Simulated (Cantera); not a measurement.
**Thermodynamics of boron, boron nitride and boron oxide, feed borazine + O2 + N2**

Input: 1 mol borazine, a varied amount of O2, 2.2 mol N2, equilibrated at 0.00430 bar.

Cantera equilibrium calculation (NASA polynomials, part measured and part estimated; ideal gas, pure solids and liquids). Candidate condensed phases: B, BN, B2O3, B3O3H3, H2O; 39 gas species. The feed counts by its element totals alone. Mutual solubility and eutectic melting of coexisting phases are not modelled. The numbers say what is thermodynamically allowed, not how fast it happens.

Stable condensed phases:

```
T in °C \ n(O2) in mol
         0.12 0.15  0.2 0.27 0.36 0.47 0.62 0.81
   1452     A    A    A    A    A    A    A    A
   1352     A    A    A    A    A    A    A    B
   1252     A    B    B    B    B    B    B    B
   1152     B    B    B    B    B    B    B    B
   1052     B    B    B    B    B    B    B    B
    952     B    B    B    B    B    B    B    B
    852     B    B    B    B    B    B    B    B
    752     B    B    B    B    B    B    B    B
    652     B    B    B    B    B    B    B    B
    552     B    B    B    B    B    B    B    B
```

A: BN; B: BN + B2O3.
